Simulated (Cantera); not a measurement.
Mixture: 5.59 % CH3OH, 16.8 % O2, 63.1 % N2, 14.5 % H2O, equivalence ratio 0.50, at 19.0 bar, adiabatic and at constant volume. Ignition delay is the time to a rise of 400 K.

Detailed kinetics in Cantera: GRI-Mech 3.0 (53 species, 325 reactions). GRI-Mech 3.0 was tuned for natural gas; its chemistry of methanol as a main component is partial and can be far from experiment. The pressure lies above the range GRI-Mech 3.0 was tuned for (to about 10 atm).

### Question
Predict: delay at 1050 K; delay at 1150 K; delay at 1250 K; delay at 1350 K; apparent activation energy between 1300 and 1400 K.

### Answer
delay at 1050 K: 17.8 ms
delay at 1150 K: 2.28 ms
delay at 1250 K: 0.398 ms
delay at 1350 K: 91.3 µs
apparent activation energy between 1300 and 1400 K: 200 kJ/mol
